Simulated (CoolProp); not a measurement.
A closed Brayton cycle with nitrogen: compressor inlet 327.15 K and 2.3 MPa, high pressure 7.26 MPa, turbine inlet 780 K, compressor efficiency 0.89, turbine efficiency 0.85, recuperator effectiveness 0.95 (on enthalpy, no pinch check). Each further row changes one setting.

Values from CoolProp's reference Helmholtz-energy equation of state, Span 2000.

| case | thermal efficiency (%) | net work (kJ/kg) | compressor to turbine work | compressor exit (K) | turbine exit (K) |
|---|---|---|---|---|---|
| as stated | 22.8 | 47.2 | 0.76 | 470.9 | 602.2 |
| turbine inlet 730 K | 17.9 | 34.3 | 0.81 | 470.9 | 562.1 |
| compressor inlet 337.15 K | 20.6 | 42.5 | 0.79 | 485.0 | 602.2 |
| high pressure 6.17 MPa | 25.6 | 47.3 | 0.73 | 447.6 | 624.5 |
| recuperator effectiveness 0.5 | 17.5 | 47.2 | 0.76 | 470.9 | 602.2 |
